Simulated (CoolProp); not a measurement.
A Linde-Hampson liquefier for ethane: isothermal reversible compression at 320 K from 1 atm to 20 MPa, throttling to 1 atm, return gas leaving the recuperator 2 K below the feed. Each further row changes one setting.

Computed with CoolProp (reference Helmholtz-energy equation of state, Bücker 2006).

```json
[
 {"case": "as stated", "liquid yield per pass": "___", "compression work (kJ/kg of gas)": "366"},
 {"case": "high pressure 40 MPa", "liquid yield per pass": "0.458", "compression work (kJ/kg of gas)": "___"},
 {"case": "warm-end temperature 350 K", "liquid yield per pass": "___", "compression work (kJ/kg of gas)": "___"},
 {"case": "warm-end gap 7 K", "liquid yield per pass": "0.455", "compression work (kJ/kg of gas)": "366"}
]
```

Q: Some entries are withheld; supply them.

A: 
- as stated, liquid yield per pass: 0.462
- high pressure 40 MPa, compression work (kJ/kg of gas): 414
- warm-end temperature 350 K, liquid yield per pass: 0.377
- warm-end temperature 350 K, compression work (kJ/kg of gas): 429
